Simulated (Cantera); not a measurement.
Feed: 1 mol BF₃, a varied amount of H₂, 62 mol N₂, held at 0.133 bar.

Equilibrium computed with Cantera from the NASA thermochemical tables; the gas is ideal and each condensed phase is pure. Candidate condensed phases: B, BN; 31 gas species. The tables' values for BF₂ are old estimates. Rates play no part.

What condenses at these points (T in K, n(H₂) in mol): (1825, 3.5); (2025, 5.1); (2075, 1.4); (1725, 5.1); (2025, 1.4)?


| T (K) | n(H₂) in mol | condensed phases | B condensed (%) |
|---|---|---|---|
| 1825 | 3.5 | BN | 6.7 |
| 2025 | 5.1 | gas only | 0.0 |
| 2075 | 1.4 | gas only | 0.0 |
| 1725 | 5.1 | BN | 13.8 |
| 2025 | 1.4 | gas only | 0.0 |
